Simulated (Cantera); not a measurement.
Standard-state values (1 bar) from the NASA 1993 polynomials, evaluated with Cantera. Values are per mole of reaction as written; species without (g) are pure solids or liquids, kept so even where they would boil at 1 bar.

3 H2(g) + CrO3(g) = 3 H2O(g) + Cr

```
T (K)    ΔH° (kJ)   ΔS° (J/K)    ΔG° (kJ)     log10 K  condensed phases
-----  ----------  ----------  ----------  ----------  ----------------
300        -432.6       -68.3      -412.2       71.76             Cr(s)
748        -443.0       -89.2      -376.2       26.27             Cr(s)
898        -445.8       -92.7      -362.6       21.09             Cr(s)
1048       -448.0       -95.0      -348.5       17.37             Cr(s)
1198       -449.4       -96.2      -334.1       14.57             Cr(s)
1348       -449.9       -96.6      -319.7       12.39             Cr(s)
1498       -449.6       -96.4      -305.2       10.64             Cr(s)
1648       -448.4       -95.7      -290.8        9.22             Cr(s)
1798       -446.5       -94.5      -276.5        8.03             Cr(s)
1948   (withheld)  (withheld)  (withheld)  (withheld)             Cr(s)
2098   (withheld)  (withheld)  (withheld)  (withheld)             Cr(s)
2248       -417.5       -80.7      -236.1        5.49             Cr(l)
```

### Question
Fill in the missing entries.

### Answer

- 1948, ΔH° (kJ): -443.7
- 1948, ΔS° (J/K): -93.1
- 1948, ΔG° (kJ): -262.4
- 1948, log10 K: 7.04
- 2098, ΔH° (kJ): -440.2
- 2098, ΔS° (J/K): -91.3
- 2098, ΔG° (kJ): -248.6
- 2098, log10 K: 6.19
